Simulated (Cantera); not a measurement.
An adiabatic, constant-volume homogeneous reactor starts with 23.9 % H₂, 16.0 % O₂, 60.1 % N₂, equivalence ratio 0.75, at 1373 K and 2700000 Pa.

Computed with Cantera and GRI-Mech 3.0 (53 species, 325 reactions). The hydrogen kinetics of GRI-Mech 3.0 are dated; newer H2 mechanisms differ, most at raised pressure. The pressure lies above the range GRI-Mech 3.0 was tuned for (to about 10 atm). Above 3000 K some thermodynamic fits are extrapolated.

**Question.** Predict: time of steepest temperature rise; temperature at 5.00 s; equilibrium temperature; x(H₂) at 5.00 s; x(O₂) at 5.00 s; x(H₂O₂) at 5.00 s; x(HO₂) at 5.00 s; x(O) at 5.00 s; x(N₂O) at 5.00 s; x(OH) at 5.00 s.

**Answer.** 
| Item | Result |
|---|---|
| time of steepest temperature rise | 4.33 µs |
| temperature at 5.00 s | 3100 K |
| equilibrium temperature | 3100 K |
| x(H₂) at 5.00 s | 0.0113 (gas-phase equilibrium 0.0113) |
| x(O₂) at 5.00 s | 0.0333 (gas-phase equilibrium 0.0333) |
| x(H₂O₂) at 5.00 s | 6.56e-6 (gas-phase equilibrium 6.56e-6) |
| x(HO₂) at 5.00 s | 5.37e-5 (gas-phase equilibrium 5.37e-5) |
| x(O) at 5.00 s | 0.00393 (gas-phase equilibrium 0.00393) |
| x(N₂O) at 5.00 s | 7.58e-6 (gas-phase equilibrium 7.58e-6) |
| x(OH) at 5.00 s | 0.0237 (gas-phase equilibrium 0.0237) |
